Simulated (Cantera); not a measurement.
What does this Cantera script print?

```python
import numpy as np
import cantera as ct

gas = ct.Solution("gri30.yaml")
gas.TPX = 1175, 18000, {'CO': 0.0032, 'O2': 0.062, 'H2O': 0.00021, 'N2': 1}
reactor = ct.IdealGasConstPressureReactor(gas, energy="off", clone=False)
net = ct.ReactorNet([reactor])
net.rtol, net.atol = 1e-08, 1e-18
show = ['CO', 'O2', 'H2O', 'OH', 'H2', 'HO2']
times = np.geomspace(2e-05, 20, 15)

steps = ct.SolutionArray(gas, extra=["t"])
rows = []
print(f"{'t/s':>10s}{'T/K':>9s}{'P/Pa':>11s}" + "".join(f"{s:>11s}" for s in show))
for t in times:
    while net.time < t:
        t_next = net.step()
        steps.append(gas.state, t=t_next)
    rows.append([np.interp(t, steps.t, y) for y in (steps.T, steps.P, *steps(*show).X.T)])
    print(f"{t:10.3e}{rows[-1][0]:9.1f}{rows[-1][1]:11.4g}" + "".join(f"{x:11.3e}" for x in rows[-1][2:]))
rate = np.gradient(steps.T, steps.t)
print("integrator steps:", len(steps.t))
if steps.T.max() > steps.T[0] + 200:
    print(f"time of steepest temperature rise: {steps.t[rate.argmax()]:.4e} s")
gas.TPX = 1175, 18000, {'CO': 0.0032, 'O2': 0.062, 'H2O': 0.00021, 'N2': 1}
gas.equilibrate("TP")
print(f"equilibrium (TP): T = {gas.T:.1f} K  " + "  ".join(f"{s} {gas[s].X[0]:.3e}" for s in show))
```

Output:

```
       t/s      T/K       P/Pa         CO         O2        H2O         OH         H2        HO2
 2.000e-05   1175.0    1.8e+04  3.004e-03  5.819e-02  1.971e-04  1.104e-14  6.252e-21  9.033e-15
 5.365e-05   1175.0    1.8e+04  3.004e-03  5.819e-02  1.971e-04  3.823e-14  1.039e-19  2.423e-14
 1.439e-04   1175.0    1.8e+04  3.004e-03  5.819e-02  1.971e-04  1.644e-13  2.008e-18  6.513e-14
 3.861e-04   1175.0    1.8e+04  3.004e-03  5.819e-02  1.971e-04  8.834e-13  4.044e-17  1.789e-13
 1.036e-03   1175.0    1.8e+04  3.004e-03  5.819e-02  1.971e-04  5.501e-12  8.013e-16  5.739e-13
 2.779e-03   1175.0    1.8e+04  3.004e-03  5.819e-02  1.971e-04  3.623e-11  1.517e-14  3.340e-12
 7.455e-03   1175.0    1.8e+04  3.004e-03  5.819e-02  1.971e-04  2.440e-10  2.822e-13  4.108e-11
 2.000e-02   1175.0    1.8e+04  3.003e-03  5.819e-02  1.971e-04  1.965e-09  5.680e-12  6.868e-10
 5.365e-02   1175.0    1.8e+04  3.003e-03  5.819e-02  1.971e-04  5.857e-08  3.133e-10  2.504e-08
 1.439e-01   1175.0    1.8e+04  2.234e-03  5.763e-02  1.824e-04  1.784e-05  9.676e-07  4.507e-07
 3.861e-01   1175.0    1.8e+04  3.368e-04  5.688e-02  1.909e-04  1.060e-05  3.141e-07  2.528e-07
 1.036e+00   1175.0    1.8e+04  4.433e-05  5.679e-02  1.953e-04  3.986e-06  3.804e-08  8.374e-08
 2.779e+00   1175.0    1.8e+04  5.691e-06  5.678e-02  1.966e-04  1.534e-06  4.551e-09  2.222e-08
 7.455e+00   1175.0    1.8e+04  6.586e-07  5.678e-02  1.971e-04  6.193e-07  6.233e-10  4.430e-09
 2.000e+01   1175.0    1.8e+04  5.707e-08  5.678e-02  1.973e-04  2.864e-07  1.188e-10  8.582e-10
integrator steps: 1359
equilibrium (TP): T = 1175.0 K  CO 2.866e-10  O2 5.673e-02  H2O 1.974e-04  OH 1.044e-07  H2 1.469e-11  HO2 1.095e-10
```

Model: GRI-Mech 3.0 (53 species, 325 reactions), integrated in Cantera.
